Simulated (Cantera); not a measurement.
Charge: 1 mol SiF₄, 0.15 mol O₃, at 13300 Pa.

Equilibrium computed with Cantera from the NASA thermochemical tables; the gas is ideal and each condensed phase is pure. Candidate condensed phases: Si, SiO₂; 17 gas species. Kinetics and transport are ignored. All values below are at 1200 °C.

Base state: SiF₄ 0.816, O₂ 0.184 (mole fractions); condensed: gas only.

Task: What changes in the equilibrium state with this change: O₃ from 0.15 to 0.24 mol?

Result: 
```tsv
species	before	after
SiF₄	0.816	0.735
O₂	0.184	0.265
```
